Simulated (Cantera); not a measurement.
Charge: 1 mol SiH₂Cl₂, 0.75 mol O₃, at 1350 K.

Cantera equilibrium calculation (NASA polynomials, part measured and part estimated; ideal gas, pure solids and liquids). Candidate condensed phases: H₂O, Si, SiO₂; 30 gas species. The tables hold silica as quartz up to 1696 K and as liquid above; real silica turns to tridymite and cristobalite and melts near 1996 K. Gases not in the tables: Si(OH)₄. The numbers say what is thermodynamically allowed, not how fast it happens.

x: gas mole fraction; n: condensed amount in mol.

| P (Pa) | x HCl | x Cl | x H₂O | x Cl₂ | x O₂ | x OH | x HOCl | n SiO₂(β-quartz) |
|---|---|---|---|---|---|---|---|---|
| 5 | 0.830 | 0.0883 | 0.0452 | 0.00107 | 0.0349 | … | 3.00e-7 | 1.00 |
| 15 | 0.846 | 0.0746 | 0.0395 | 0.00229 | 0.0380 | … | 5.53e-7 | 1.00 |
| 45 | 0.858 | 0.0616 | 0.0355 | 0.00470 | 0.0403 | … | 1.00e-6 | 1.00 |
| 140 | 0.867 | 0.0487 | 0.0334 | 0.00912 | 0.0416 | … | 1.81e-6 | 1.00 |
| 410 | 0.872 | 0.0371 | 0.0340 | 0.0155 | 0.0417 | … | 3.12e-6 | 1.00 |
| 1200 | 0.871 | 0.0269 | 0.0373 | 0.0239 | 0.0405 | … | 5.26e-6 | 1.00 |
| 3700 | 0.866 | 0.0184 | 0.0435 | 0.0343 | 0.0378 | … | 8.87e-6 | 1.00 |
| 11000 | 0.856 | 0.0123 | 0.0520 | 0.0458 | 0.0340 | … | 1.43e-5 | 1.00 |
| 33000 | 0.841 | 0.00804 | 0.0627 | 0.0587 | 0.0290 | … | 2.26e-5 | 1.00 |
| 100000 | 0.823 | 0.00514 | 0.0754 | 0.0728 | 0.0232 | … | 3.43e-5 | 1.00 |

**Question.** Some entries are withheld; supply them.

**Answer.** 
- 5, x OH: 9.36e-5
- 15, x OH: 6.79e-5
- 45, x OH: 4.96e-5
- 140, x OH: 3.66e-5
- 410, x OH: 2.82e-5
- 1200, x OH: 2.24e-5
- 3700, x OH: 1.80e-5
- 11000, x OH: 1.46e-5
- 33000, x OH: 1.17e-5
- 100000, x OH: 9.17e-6
